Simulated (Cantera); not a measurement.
Charge: 1 mol Pb, 2.8 mol N2.

Equilibrium computed with Cantera from the NASA thermochemical tables; the gas is ideal and each condensed phase is pure. Candidate condensed phases: Pb; 4 gas species. Equilibrium is a limit: real reactors are often held back by kinetics, nucleation or transport.

Q: What condenses at these points (T in K, P in Pa): (973, 190000); (1223, 10); (873, 7200); (873, 1400); (1223, 270)?

A: 
```csv
T (K),P in Pa,condensed phases,Pb condensed (%)
973,190000,Pb,100.0
1223,10,gas only,0.0
873,7200,Pb,100.0
873,1400,Pb,100.0
1223,270,gas only,0.0
```
